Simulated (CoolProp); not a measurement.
Vapour-liquid equilibrium of benzene (1) + n-decane (2) at 0.33 bar; x and y are mole fractions of (1).

Values from CoolProp's multi-fluid Helmholtz-energy mixture model, Thol 2012 and Lemmon 2006; pair parameters Bell 2016.

```
x     bubble temperature (K)  y at the bubble point  dew temperature at overall composition x (K)  liquid density (mol/L)
----  ----------------------  ---------------------  --------------------------------------------  ----------------------
0.05                   391.9                  0.437                                         406.4                   4.718
0.2                        …                  0.856                                             …                   5.374
0.35                       …                  0.941                                             …                   6.046
0.5                        …                  0.970                                         388.9                   6.805
0.65                   330.6                  0.984                                         380.1                   7.712
0.8                        …                  0.992                                         367.7                   8.839
0.95                   322.0                  0.998                                         343.3                   10.29
```

Problem. Some entries are withheld; supply them.

Solution. 
- 0.2, bubble temperature (K): 361.1
- 0.2, dew temperature at overall composition x (K): 401.4
- 0.35, bubble temperature (K): 345.6
- 0.35, dew temperature at overall composition x (K): 395.7
- 0.5, bubble temperature (K): 336.6
- 0.8, bubble temperature (K): 326.0

No azeotrope shows between x = 0.05 and 0.95.

The pair parameters rest on a limited set of measurements; away from them the model extrapolates.
